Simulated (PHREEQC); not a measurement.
Dissolve 0.0024 mol ZnSO4 per kg of water at 25 °C. Closed to the air; pH follows from the charge balance.

The numbers come from PHREEQC with the ion-association model, wateq4f.dat.

```tsv
quantity	before	after
pH	5.93	6.19
ionic strength (mol/kgw)	0.00783	0.00179
SO4-2 (mol/kgw)	0.00195	0.000447
HSO4- (mol/kgw)	1.70e-7	2.45e-8
```

Which change was made?
A) ZnSO4 replaced by CaSO4 at the same molality
B) 0.0014 mol/kgw CuSO4 added
C) diluted 10-fold with water
D) ZnSO4 from 0.0024 to 0.00048 mol/kgw

D, ZnSO4 from 0.0024 to 0.00048 mol/kgw

This is a speciation only: nothing precipitates in the calculation.
